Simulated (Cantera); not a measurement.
An isothermal, constant-pressure homogeneous reactor starts with 25.6 % N2O, 74.4 % N2, at 1300 K and 100.0 Torr.

Detailed kinetics in Cantera: GRI-Mech 3.0 (53 species, 325 reactions). GRI-Mech 3.0 was tuned for natural gas; its chemistry of N2O as a main component is partial and can be far from experiment. The mechanism lacks the step 2 NO + O2 → 2 NO2, which can matter for NO2 below about 1400 K. The temperature is held fixed by assumption; the heat of reaction is taken as removed at once.

One state of this run: x N2O = 3.54e-7; x NO2 = 8.35e-5; x O2 = 0.0981; x N2 = 0.871; x NO = 0.0310; x O = 1.53e-7. x: mole fraction; the columns are a selection and need not sum to one.

### Question
Which value of t (s) does it belong to?
(A) 54.0
(B) 9.74
(C) 0.0569
(D) 1.75

### Answer
A, 54.0
